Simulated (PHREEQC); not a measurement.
## Geothermal or formation water: an equilibrium model

A made-up water analysis in mg/kgw, 70 °C, pH 6.23: Na 4040; K 57.4; Ca 29.7; Mg 55.4; Cl 6350; S(6) as SO4 129; Alkalinity as HCO3 54.9; Br 15.1.

Cl is adjusted to close the charge balance.
Valence states are taken as typed.

All values are PHREEQC results (Pitzer model, pitzer.dat), not measurements.

```
Item                          Value
--------------------  -------------
ionic strength        0.188 mol/kgw
activity of water             0.994
specific conductance    39500 µS/cm
density                 0.985 g/cm³
osmotic coefficient           0.917
```

```csv
species,molality,activity,log γ
Cl-,0.179,0.127,-0.150
Na+,0.176,0.129,-0.134
Mg+2,0.00228,0.000643,-0.549
K+,0.00147,0.00105,-0.145
SO4-2,0.00134,0.000269,-0.699
HCO3-,0.000899,0.000674,-0.125
CO2,0.000770,0.000793,0.013
Ca+2,0.000741,0.000193,-0.583
Br-,0.000189,0.000136,-0.143
H+,7.77e-7,5.89e-7,-0.120
OH-,3.97e-7,2.73e-7,-0.163
CO3-2,3.91e-7,8.32e-8,-0.672
MgCO3,8.96e-8,8.96e-8,0.000
```

Precipitation was switched off in this run. Complexes and solids missing from the database can't appear. Constants without temperature data keep their 25 °C values here.
